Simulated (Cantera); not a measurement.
A perfectly stirred reactor is fed with 85.5 % NO, 14.5 % N₂, at 100000 Pa; it is held at 1875 K, and followed from long to short residence time.

Cantera simulation using GRI-Mech 3.0 (53 species, 325 reactions); the numbers are that mechanism's predictions, not measurements.

Problem. Predict: x(NO) at τ = 1.60 s; x(O₂) at τ = 1.60 s; x(N₂O) at τ = 1.60 s; x(NO₂) at τ = 1.60 s; x(O) at τ = 1.60 s; x(NO) at τ = 40.0 ms; x(O₂) at τ = 40.0 ms; x(N₂O) at τ = 40.0 ms; x(NO₂) at τ = 40.0 ms; x(O) at τ = 40.0 ms.

Solution. 
```
Item                      Value
---------------------  --------
x(NO) at τ = 1.60 s       0.454
x(O₂) at τ = 1.60 s       0.200
x(N₂O) at τ = 1.60 s    8.45e-5
x(NO₂) at τ = 1.60 s   0.000960
x(O) at τ = 1.60 s     0.000111
x(NO) at τ = 40.0 ms      0.829
x(O₂) at τ = 40.0 ms     0.0125
x(N₂O) at τ = 40.0 ms  0.000292
x(NO₂) at τ = 40.0 ms  0.000573
x(O) at τ = 40.0 ms     3.90e-5
```
